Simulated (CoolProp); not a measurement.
Properties of dry air along the isotherm -131.15 °C.

The numbers come from the reference Helmholtz-energy equation of state, Lemmon 2000 in CoolProp. It is a pseudo-pure fit of the blend.

| p (bar) | phase | isothermal compressibility (1/MPa) | conductivity (mW/(m K)) |
|---|---|---|---|
| 25.2 | gas | 0.5221 | ___ |
| 50.5 | supercritical | ___ | 37.1 |
| 75.7 | supercritical | 0.07171 | 54.1 |
| 101 | supercritical | 0.03147 | ___ |
| 126 | supercritical | 0.02020 | 67.2 |
| 151 | supercritical | ___ | 72.0 |
| 177 | supercritical | ___ | 76.5 |
| 202 | supercritical | 0.009735 | ___ |
| 227 | supercritical | ___ | 84.1 |
| 252 | supercritical | 0.007288 | 87.6 |
| 278 | supercritical | 0.006451 | 91.0 |
| 303 | supercritical | ___ | 94.1 |
| 328 | supercritical | 0.005292 | 97.0 |
| 353 | supercritical | 0.004859 | 99.8 |
| 379 | supercritical | 0.004479 | 103 |

Task: Fill in the missing entries.

Result: 
- 25.2, conductivity (mW/(m K)): 16.9
- 50.5, isothermal compressibility (1/MPa): 0.5711
- 101, conductivity (mW/(m K)): 61.6
- 151, isothermal compressibility (1/MPa): 0.01490
- 177, isothermal compressibility (1/MPa): 0.01172
- 202, conductivity (mW/(m K)): 80.5
- 227, isothermal compressibility (1/MPa): 0.008332
- 303, isothermal compressibility (1/MPa): 0.005813

Thermal conductivity comes from a separate model (Lemmon 2004).
